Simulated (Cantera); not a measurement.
A Cantera script and its output.

```python
import numpy as np
import cantera as ct

gas = ct.Solution("gri30.yaml")
gas.TPX = 2000, 13332, {'C2H6': 1, 'N2': 9.2}
reactor = ct.IdealGasConstPressureReactor(gas, energy="off", clone=False)
net = ct.ReactorNet([reactor])
net.rtol, net.atol = 1e-08, 1e-18
show = ['C2H6', 'H', 'CH2', 'C2H2', 'C2H4']
times = np.geomspace(2e-05, 4, 15)

steps = ct.SolutionArray(gas, extra=["t"])
rows = []
print(f"{'t/s':>10s}{'T/K':>9s}{'P/Pa':>11s}" + "".join(f"{s:>11s}" for s in show))
for t in times:
    while net.time < t:
        t_next = net.step()
        steps.append(gas.state, t=t_next)
    rows.append([np.interp(t, steps.t, y) for y in (steps.T, steps.P, *steps(*show).X.T)])
    print(f"{t:10.3e}{rows[-1][0]:9.1f}{rows[-1][1]:11.4g}" + "".join(f"{x:11.3e}" for x in rows[-1][2:]))
rate = np.gradient(steps.T, steps.t)
print("integrator steps:", len(steps.t))
if steps.T.max() > steps.T[0] + 200:
    print(f"time of steepest temperature rise: {steps.t[rate.argmax()]:.4e} s")
gas.TPX = 2000, 13332, {'C2H6': 1, 'N2': 9.2}
gas.equilibrate("TP")
print(f"equilibrium (TP): T = {gas.T:.1f} K  " + "  ".join(f"{s} {gas[s].X[0]:.3e}" for s in show))
```

Output:

```
       t/s      T/K       P/Pa       C2H6          H        CH2       C2H2       C2H4
 2.000e-05   2000.0  1.333e+04  1.009e-02  3.900e-03  3.674e-04  9.217e-03  3.170e-02
 4.783e-05   2000.0  1.333e+04  4.556e-04  3.676e-03  1.945e-04  4.222e-02  2.099e-02
 1.144e-04   2000.0  1.333e+04  6.179e-05  2.080e-03  6.744e-05  6.295e-02  6.896e-03
 2.735e-04   2000.0  1.333e+04  1.923e-05  1.350e-03  2.836e-05  7.082e-02  1.723e-03
 6.540e-04   2000.0  1.333e+04  7.949e-06  1.048e-03  1.505e-05  7.406e-02  5.083e-04
 1.564e-03   2000.0  1.333e+04  3.704e-06  9.958e-04  1.011e-05  7.636e-02  2.241e-04
 3.740e-03   2000.0  1.333e+04  1.434e-06  1.116e-03  7.397e-06  7.865e-02  9.035e-05
 8.944e-03   2000.0  1.333e+04  3.302e-07  1.341e-03  4.585e-06  8.047e-02  2.943e-05
 2.139e-02   2000.0  1.333e+04  4.561e-08  1.600e-03  2.185e-06  8.137e-02  1.434e-05
 5.115e-02   2000.0  1.333e+04  5.131e-09  1.761e-03  8.373e-07  8.166e-02  1.216e-05
 1.223e-01   2000.0  1.333e+04  6.653e-10  1.803e-03  3.053e-07  8.174e-02  1.191e-05
 2.925e-01   2000.0  1.333e+04  1.495e-10  1.809e-03  1.314e-07  8.176e-02  1.189e-05
 6.995e-01   2000.0  1.333e+04  9.244e-11  1.810e-03  9.350e-08  8.175e-02  1.188e-05
 1.673e+00   2000.0  1.333e+04  9.083e-11  1.810e-03  9.221e-08  8.172e-02  1.188e-05
 4.000e+00   2000.0  1.333e+04  9.212e-11  1.810e-03  9.329e-08  8.164e-02  1.187e-05
integrator steps: 1405
equilibrium (TP): T = 2000.0 K  C2H6 4.962e-11  H 1.811e-03  CH2 7.420e-08  C2H2 3.110e-02  C2H4 4.523e-06
```

Cantera simulation using GRI-Mech 3.0 (53 species, 325 reactions); the numbers are that mechanism's predictions, not measurements. GRI-Mech 3.0 stops at C3 and has no aromatics, soot or wall deposition, so with more carbon than oxygen in the feed, carbon stays in small species such as C2H2 where larger ones or solid carbon would form.
